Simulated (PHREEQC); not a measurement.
Solution (25 °C): 39 mmol/kgw CuCl2 and 110 mmol/kgw KCl. Closed to the air; pH follows from the charge balance.

The numbers come from PHREEQC with the ion-association model, wateq4f.dat.

Question: The ionic strength comes out as 0.216 mol/kgw. What activity coefficients do CuCl+, K+, CuOH+, Cl-, Cu2(OH)2+2 get?

Answer: CuCl+ 0.71, K+ 0.71, CuOH+ 0.71, Cl- 0.71, Cu2(OH)2+2 0.31.

This is a speciation only: nothing precipitates in the calculation. Saturation is exceeded, for instance for Atacamite; the values hold only as long as no solid forms.
